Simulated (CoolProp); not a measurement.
Model: reference Helmholtz-energy equation of state, Schmidt 1985, in CoolProp.

Question: Give the vapour pressure (MPa), vapour density (kg/m³), enthalpy of vaporisation (kJ/kg), liquid conductivity (mW/(m K)) of saturated oxygen at 110.9, 114.6, 118.2 K.

Answer: 
```tsv
T (K)	p (MPa)	vapour density (kg/m³)	enthalpy of vaporisation (kJ/kg)	liquid conductivity (mW/(m K))
110.9	0.578	22.6	188	121
114.6	0.737	28.5	183	115
118.2	0.920	35.4	177	110
```

Thermal conductivity comes from a separate model (Lemmon 2004).
